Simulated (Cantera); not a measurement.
An adiabatic, constant-volume homogeneous reactor starts with CO : H2 : CH4 : O2 : N2 = 1 : 0.035 : 0.56 : 5.46 : 20.5 (molar parts), equivalence ratio 0.30, at 1100 K and 520000 Pa.

Detailed kinetics in Cantera: GRI-Mech 3.0 (53 species, 325 reactions).

Problem. Predict: time of steepest temperature rise; temperature at 8.00 s; equilibrium temperature; x(CO) at 8.00 s; x(H2) at 8.00 s; x(H2O2) at 8.00 s.

Solution. 
```json
{
 "time_of_steepest_temperature_rise": "8.94 ms",
 "temperature at 8.00 s": "2020 K",
 "equilibrium_temperature": "2020 K",
 "x(CO) at 8.00 s": "7.98e-5 (gas-phase equilibrium 7.98e-5)",
 "x(H2) at 8.00 s": "1.26e-5 (gas-phase equilibrium 1.26e-5)",
 "x(H2O2) at 8.00 s": "9.55e-8 (gas-phase equilibrium 9.55e-8)"
}
```
